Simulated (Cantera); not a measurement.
Catalytic combustion on Pt

An isothermal plug-flow reactor at 750 K and 4.93 atm (inlet), inlet velocity 0.57 m/s, active area per volume 440 1/m; feed CO : O2 : N2 : H2O = 0.0056 : 0.087 : 0.79 : 0.097 (molar parts), equivalence ratio 0.032.

Computed with Cantera and Deutschmann's 1995 Pt surface mechanism with GRI-Mech 3.0 gas chemistry. Catalytic surfaces can have several steady states; this one follows from the mechanism file's or the stated starting coverage. Mass transfer to the wall is taken as infinitely fast.

```
z (m)       x CO    x O2   x H2O    x CO2  θ free Pt   θ O*    θ OH*     θ CO*
-------  -------  ------  ------  -------  ---------  -----  -------  --------
0.00045  0.00455  0.0883  0.0991  0.00117     0.0244  0.955   0.0152   0.00537
0.00075  0.00438  0.0882  0.0991  0.00134     0.0216  0.960   0.0144   0.00403
0.0013   0.00415  0.0881  0.0991  0.00157     0.0190  0.964   0.0135   0.00295
0.0021   0.00390  0.0880  0.0991  0.00182     0.0171  0.968   0.0128   0.00224
0.0035   0.00357  0.0878  0.0991  0.00215     0.0153  0.971   0.0122   0.00164
0.0058   0.00318  0.0877  0.0991  0.00254     0.0138  0.973   0.0116   0.00118
0.0097   0.00271  0.0874  0.0992  0.00301     0.0125  0.976   0.0110  0.000819
0.016    0.00219  0.0872  0.0992  0.00354     0.0114  0.978   0.0105  0.000550
0.027    0.00160  0.0869  0.0992  0.00413     0.0104  0.979   0.0101  0.000339
0.045    0.00103  0.0867  0.0993  0.00470    0.00973  0.980  0.00975  0.000190
```
x: gas mole fraction; θ: surface coverage.
